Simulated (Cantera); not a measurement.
Input (Python, Cantera) and output of one run.

```python
import numpy as np
import cantera as ct

gas_names = """
    CL CLO CL2 Fe FeCL FeCL2 FeCL3 FeO Fe2CL4 Fe2CL6 O O2 O3
""".split()
cond_names = """
    Fe(a) Fe(c) Fe(d) Fe(L) FeCL2(s) FeCL2(L) FeCL3(s) FeCL3(L) FeO(s) FeO(L) Fe2O3(s) Fe3O4(s)
""".split()


# ... load() reads the species with a 1 bar reference pressure and builds the phases ...
atoms = {
    'Fe2O3': {'Fe': 2, 'O': 3},
    'Cl2': {'CL': 2},
    'O2': {'O': 2},
}
top_T = {'Fe2O3(s)': 1830, 'Fe3O4(s)': 1870}  # K; cautious upper limits of use, not melting points


# ... equilibrate(T, P, feed) seeds the gas with the atoms and calls Mixture.equilibrate('TP', solver="vcs", rtol=1e-11, max_steps=5000) ...
results = []
T = 1200  # K
P = 100000  # Pa
for m in [0.51, 2.7, 4.8, 7, 9.1, 11, 13]:
    feed = {'Fe2O3': 1, 'Cl2': 13, 'O2': m}  # mol
    mix = equilibrate(T, P, feed)
    results.append((T, P, feed, dict(zip(mix.species_names, mix.species_moles))))

top = {s: max(r[3][s] / sum(r[3][g] for g in gas_names) for r in results) for s in gas_names}
cols = sorted((s for s in top if top[s] > 0.001), key=lambda s: -top[s])[:5]
seen = [c for c in cond_names if any(r[3].get(c, 0) > 1e-12 for r in results)]
print("log10 of partial pressures in bar; condensed amounts in mol")
print(f"{'n(O2)':>10s}" + "".join(f"{s[:9]:>10s}" for s in cols + seen))
for T, P, feed, n in results:
    ng = sum(n[g] for g in gas_names)
    print(f"{feed['O2']:10.4g}" + "".join(f"{np.log10(max(n[s] / ng * P / 1e5, 1e-99)):10.3f}" for s in cols)
          + "".join(f"{n.get(c, 0):10.4g}" for c in seen))
```

It prints:

```
log10 of partial pressures in bar; condensed amounts in mol
     n(O2)       CL2        O2     FeCL3     FeCL2        CL  Fe2O3(s)
      0.51    -0.147    -0.844    -0.877    -2.292    -2.399         0
       2.7    -0.186    -0.614    -1.021    -2.416    -2.418    0.1791
       4.8    -0.219    -0.496    -1.159    -2.537    -2.435    0.3313
         7    -0.256    -0.413    -1.277    -2.636    -2.453    0.4311
       9.1    -0.291    -0.357    -1.371    -2.714    -2.471    0.4963
        11    -0.321    -0.318    -1.446    -2.773    -2.486    0.5403
        13    -0.351    -0.285    -1.516    -2.828    -2.501    0.5765
```

Cantera equilibrium calculation (NASA polynomials, part measured and part estimated; ideal gas, pure solids and liquids).
